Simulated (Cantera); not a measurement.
# Pyrogenic steam for wet oxidation

A perfectly stirred reactor is fed with 23.5 % H₂, 14.7 % O₂, 61.8 % N₂, at 458 Torr; it is held at 1398 K, and followed from long to short residence time.

Model: GRI-Mech 3.0 (53 species, 325 reactions), integrated in Cantera. The temperature is held fixed by assumption; the heat of reaction is taken as removed at once.

```
τ (s)        x H₂    x O₂    x HO₂    x NO₂      x OH  x H₂O       x O
-------  --------  ------  -------  -------  --------  -----  --------
9.3       3.68e-5  0.0333  5.41e-7  7.65e-9  0.000179  0.267   5.76e-6
2.8       8.17e-5  0.0333  1.16e-6  8.71e-9  0.000265  0.266   1.28e-5
0.85     0.000181  0.0333  2.39e-6  6.90e-9  0.000394  0.266   2.88e-5
0.26     0.000397  0.0333  4.62e-6  4.20e-9  0.000585  0.266   6.47e-5
0.077    0.000885  0.0335  8.24e-6  2.47e-9  0.000882  0.265  0.000149
0.023     0.00193  0.0338  1.28e-5  1.79e-9   0.00133  0.263  0.000340
0.0070    0.00404  0.0346  1.73e-5  1.61e-9   0.00197  0.260  0.000753
0.0021    0.00816  0.0365  2.11e-5  1.60e-9   0.00292  0.253   0.00164
0.00063    0.0154  0.0401  2.45e-5  1.62e-9   0.00421  0.239   0.00342
```
x: mole fraction; the columns are a selection and need not sum to one.
